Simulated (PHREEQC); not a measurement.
Consider water at 50 °C with 0.21 mol/kgw H2SO4, 0.0004 mol/kgw H4SiO4 and 0.0016 mol/kgw CuSO4. Closed to the air; pH follows from the charge balance.

Computed with PHREEQC (ion-association model, phreeqc.dat).

| quantity | before | after |
|---|---|---|
| pH | 0.75 | 0.77 |
| ionic strength (mol/kgw) | 0.248 | 0.233 |
| HSO4- (mol/kgw) | 0.194 | 0.201 |
| SO4-2 (mol/kgw) | 0.0177 | 0.0100 |
| SI of Chalcedony (SiO2) | -0.08 | -0.31 |

Question: Name the change that produced these shifts.
(A) CuSO4 from 0.0016 to 0.008 mol/kgw
(B) diluted 5-fold with water
(C) CuSO4 left out
(D) temperature from 50 to 75 °C

Answer: D, temperature from 50 to 75 °C

This is a speciation only: nothing precipitates in the calculation. Some of these states are supersaturated (in Quartz (slow to form), for instance). Constants without temperature data keep their 25 °C values here.
